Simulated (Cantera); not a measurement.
A perfectly stirred reactor is fed with CH4 : O2 : N2 : CO2 = 1 : 3.92 : 14.7 : 1.3 (molar parts), at 3750 Torr; it is adiabatic with a 625 K inlet, and is followed from long to short residence time, starting on the burning branch (τ in s: 0.24, 0.079, 0.026, 0.0085, 0.0028, 0.00091, 0.0003, 9.8e-05, 3.2e-05).

Model: GRI-Mech 3.0 (53 species, 325 reactions), integrated in Cantera.

**Question.** What does this change do: inlet temperature 625 to 500 K?

**Answer.** 
```csv
quantity,before,after
"blow-out, bracketed by the residence times tried","burning at 0.910 ms, out at 0.300 ms","burning at 2.80 ms, out at 0.910 ms"
x(CH4) at τ = 0.240 s,5.27e-6,9.56e-6
x(O2) at τ = 0.240 s,0.0918,0.0918
x(CO2) at τ = 0.240 s,0.110,0.110
x(CO) at τ = 0.240 s,7.63e-5,0.000106
x(NO2) at τ = 0.240 s,2.55e-8,1.76e-8
x(CH4) at τ = 2.80 ms,0.000128,0.000328
x(O2) at τ = 2.80 ms,0.0928,0.0943
x(CO2) at τ = 2.80 ms,0.108,0.105
x(CO) at τ = 2.80 ms,0.00193,0.00385
x(NO2) at τ = 2.80 ms,3.58e-8,2.63e-8
```

**Question.** What does this change do: inlet temperature 625 to 775 K?

**Answer.** 
| quantity | before | after |
|---|---|---|
| blow-out, bracketed by the residence times tried | burning at 0.910 ms, out at 0.300 ms | burning at 0.300 ms, out at 98.0 µs |
| x(CH4) at τ = 0.240 s | 5.27e-6 | 2.54e-6 |
| x(O2) at τ = 0.240 s | 0.0918 | 0.0917 |
| x(CO2) at τ = 0.240 s | 0.110 | 0.110 |
| x(CO) at τ = 0.240 s | 7.63e-5 | 7.39e-5 |
| x(NO2) at τ = 0.240 s | 2.55e-8 | 9.27e-8 |
| x(CH4) at τ = 2.80 ms | 0.000128 | 6.87e-5 |
| x(O2) at τ = 2.80 ms | 0.0928 | 0.0923 |
| x(CO2) at τ = 2.80 ms | 0.108 | 0.108 |
| x(CO) at τ = 2.80 ms | 0.00193 | 0.00141 |
| x(NO2) at τ = 2.80 ms | 3.58e-8 | 4.90e-8 |
